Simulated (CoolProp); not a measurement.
Vapour-liquid equilibrium of R113 (1) + benzene (2) at 0.0551 MPa; x and y are mole fractions of (1).

Computed with CoolProp (multi-fluid Helmholtz-energy mixture model, Marx 1992 and Thol 2012; pair parameters Bell 2016).

| x | bubble temperature (°C) | y at the bubble point | dew temperature at overall composition x (°C) | liquid density (mol/L) |
|---|---|---|---|---|
| 0.05 | 56.1 | 0.211 | 60.3 | 10.57 |
| 0.2 | 46.5 | 0.521 | 56.4 | 10.19 |
| 0.35 | 41.3 | 0.661 | 52.1 | 9.784 |
| 0.5 | 37.9 | 0.752 | 47.2 | 9.393 |
| 0.65 | 35.3 | 0.826 | 41.7 | 9.027 |
| 0.8 | 33.0 | 0.898 | 36.2 | 8.688 |
| 0.95 | 31.0 | 0.974 | 31.6 | 8.373 |

No azeotrope shows between x = 0.05 and 0.95.

Pair parameters are fitted to limited data, so mixtures are less certain than the pure fluids.
